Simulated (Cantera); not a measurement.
A freely propagating, adiabatic, planar premixed flame of CH₄ : C₂H₆ : C₃H₈ : O₂ : N₂ : H₂O = 1 : 1 : 0.56 : 5.93 : 22.3 : 1.8 (molar parts), unburnt at 398 K and 2.60 bar; multicomponent transport, grid criteria slope 0.08 and curve 0.16, no radiation.

Model: GRI-Mech 3.0 (53 species, 325 reactions), integrated in Cantera. GRI-Mech 3.0 was tuned for natural gas; its chemistry of propane as a main component is partial and can be far from experiment. Burning velocities carry a grid error of a few per cent, more on coarse grids.

x: mole fraction of selected species; z is measured from the peak of heat release.

```json
[
 {"z (mm)": "-1.05", "T (K)": "398", "u (m/s)": "0.212", "x CH₄": "0.0306", "x C₂H₆": "0.0306", "x C₃H₈": "0.0171", "x CO": "9.05e-6", "x N₂O": "<1e-8", "x HCN": "<1e-8"},
 {"z (mm)": "-0.701", "T (K)": "402", "u (m/s)": "0.215", "x CH₄": "0.0304", "x C₂H₆": "0.0305", "x C₃H₈": "0.0171", "x CO": "0.000112", "x N₂O": "<1e-8", "x HCN": "<1e-8"},
 {"z (mm)": "-0.526", "T (K)": "419", "u (m/s)": "0.226", "x CH₄": "0.0300", "x C₂H₆": "0.0302", "x C₃H₈": "0.0170", "x CO": "0.000657", "x N₂O": "<1e-8", "x HCN": "3.43e-8"},
 {"z (mm)": "-0.351", "T (K)": "531", "u (m/s)": "0.290", "x CH₄": "0.0283", "x C₂H₆": "0.0288", "x C₃H₈": "0.0165", "x CO": "0.00480", "x N₂O": "<1e-8", "x HCN": "3.91e-7"},
 {"z (mm)": "-0.175", "T (K)": "979", "u (m/s)": "0.554", "x CH₄": "0.0218", "x C₂H₆": "0.0194", "x C₃H₈": "0.0116", "x CO": "0.0266", "x N₂O": "1.02e-8", "x HCN": "3.04e-6"},
 {"z (mm)": "-0.0876", "T (K)": "1357", "u (m/s)": "0.788", "x CH₄": "0.0159", "x C₂H₆": "0.00800", "x C₃H₈": "0.00396", "x CO": "0.0501", "x N₂O": "2.26e-8", "x HCN": "6.47e-6"},
 {"z (mm)": "0", "T (K)": "1711", "u (m/s)": "1.01", "x CH₄": "0.00777", "x C₂H₆": "0.000592", "x C₃H₈": "6.67e-5", "x CO": "0.0735", "x N₂O": "3.41e-8", "x HCN": "1.23e-5"},
 {"z (mm)": "0.0876", "T (K)": "1890", "u (m/s)": "1.12", "x CH₄": "0.00258", "x C₂H₆": "2.20e-5", "x C₃H₈": "3.88e-8", "x CO": "0.0801", "x N₂O": "2.52e-8", "x HCN": "1.98e-5"},
 {"z (mm)": "0.175", "T (K)": "1953", "u (m/s)": "1.16", "x CH₄": "0.00110", "x C₂H₆": "3.19e-6", "x C₃H₈": "<1e-8", "x CO": "0.0793", "x N₂O": "1.40e-8", "x HCN": "2.40e-5"},
 {"z (mm)": "0.351", "T (K)": "1988", "u (m/s)": "1.17", "x CH₄": "[?]", "x C₂H₆": "[?]", "x C₃H₈": "<1e-8", "x CO": "0.0769", "x N₂O": "<1e-8", "x HCN": "2.51e-5"},
 {"z (mm)": "0.701", "T (K)": "2001", "u (m/s)": "1.18", "x CH₄": "0.000307", "x C₂H₆": "5.74e-8", "x C₃H₈": "<1e-8", "x CO": "0.0753", "x N₂O": "<1e-8", "x HCN": "2.33e-5"},
 {"z (mm)": "1.40", "T (K)": "2004", "u (m/s)": "1.18", "x CH₄": "[?]", "x C₂H₆": "[?]", "x C₃H₈": "<1e-8", "x CO": "0.0749", "x N₂O": "<1e-8", "x HCN": "[?]"},
 {"z (mm)": "2.80", "T (K)": "2005", "u (m/s)": "1.18", "x CH₄": "0.000173", "x C₂H₆": "<1e-8", "x C₃H₈": "<1e-8", "x CO": "0.0751", "x N₂O": "<1e-8", "x HCN": "1.71e-5"}
]
```

Problem. Complete the blanks.

Solution. 
- 0.351, x CH₄: 0.000486
- 0.351, x C₂H₆: 3.69e-7
- 1.40, x CH₄: 0.000242
- 1.40, x C₂H₆: 1.52e-8
- 1.40, x HCN: 2.07e-5
